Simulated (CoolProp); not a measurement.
Water at 298.15 K and 0.179 MPa flows at 15 m/s in a round tube of 6 mm bore and 15 µm roughness, fully developed (64/Re and Nu = 3.66 if laminar; Colebrook and Gnielinski if turbulent). Each further row changes one setting.

The numbers come from the reference Helmholtz-energy equation of state, Wagner 2002 in CoolProp.

```json
[
 {"case": "as stated", "Reynolds number": "101000", "Darcy friction factor": "0.0263", "pressure drop (Pa/m)": "492000", "heat-transfer coefficient (W/(m² K))": "75100", "mass flow (kg/h)": "1520"},
 {"case": "velocity 30 m/s", "Reynolds number": "202000", "Darcy friction factor": "0.0256", "pressure drop (Pa/m)": "1920000", "heat-transfer coefficient (W/(m² K))": "148000", "mass flow (kg/h)": "3040"},
 {"case": "diameter 12 mm", "Reynolds number": "202000", "Darcy friction factor": "0.0219", "pressure drop (Pa/m)": "205000", "heat-transfer coefficient (W/(m² K))": "66600", "mass flow (kg/h)": "6090"}
]
```

Viscosity comes from a separate model (Huber 2009). Thermal conductivity comes from a separate model (Huber 2012).
